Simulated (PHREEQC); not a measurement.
Dissolve 0.003 mol HF, 0.00011 mol KF, 0.00048 mol H4SiO4 and 0.29 mol H3PO4 per kg of water at 20 °C. Closed to the air; pH follows from the charge balance.

Model: ion-association model, phreeqc.dat, run in PHREEQC.

Problem. The ionic strength comes out as 0.0500 mol/kgw. What activity coefficients do SiF6-2, H+, K+, H2PO4-, F- get?

Solution. SiF6-2 0.47, H+ 0.86, K+ 0.81, H2PO4- 0.83, F- 0.81.

Precipitation was switched off in this run. Saturation is exceeded, for instance for Quartz (slow to form), Chalcedony (slow to form); the values hold only as long as no solid forms. SiF6-2 is the database's only silicon fluoride.
